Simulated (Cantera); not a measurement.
Charge: 1 mol LiCl, 1.4 mol O₂, 77 mol H₂, equilibrated at 2200 K and 4.80e-6 bar.

Method: chemical equilibrium by Gibbs-energy minimisation in Cantera with the NASA 1993 tables (ideal gas, pure condensed phases). Candidate condensed phases: H₂O, Li, LiCl, LiH, LiOH, Li₂O; 25 gas species. Equilibrium is a limit: real reactors are often held back by kinetics, nucleation or transport.

### Question
What is the equilibrium state?

### Answer
* **x(H)**: 0.856
* **x(H₂)**: 0.111
* **x(O)**: 0.0143
* **x(Li)**: 0.00679
* **x(Cl)**: 0.00577
* **x(OH)**: 0.00266
* **x(H₂O)**: 0.00247
* **x(HCl)**: 0.00103
* **x(LiCl)**: 0.000257
* **gas amount**: 141.8 mol
* **log10 activity of Li(l) (absent)**: -8.70
* **log10 activity of Li₂O(l) (absent)**: -14.39
